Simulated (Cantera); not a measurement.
An adiabatic, constant-volume homogeneous reactor starts with 3.05 % CH4, 20.4 % O2, 76.6 % N2, equivalence ratio 0.30, at 1725 K and 550000 Pa.

Detailed kinetics in Cantera: GRI-Mech 3.0 (53 species, 325 reactions).

### Question
Predict: time of steepest temperature rise; temperature at 1.00 s; equilibrium temperature; x(O2) at 1.00 s; x(CO2) at 1.00 s; x(H2O) at 1.00 s.

### Answer
| Item | Value |
|---|---|
| time of steepest temperature rise | 37.0 µs |
| temperature at 1.00 s | 2452 K |
| equilibrium temperature | 2452 K |
| x(O2) at 1.00 s | 0.132 (gas-phase equilibrium 0.132) |
| x(CO2) at 1.00 s | 0.0296 (gas-phase equilibrium 0.0296) |
| x(H2O) at 1.00 s | 0.0580 (gas-phase equilibrium 0.0580) |
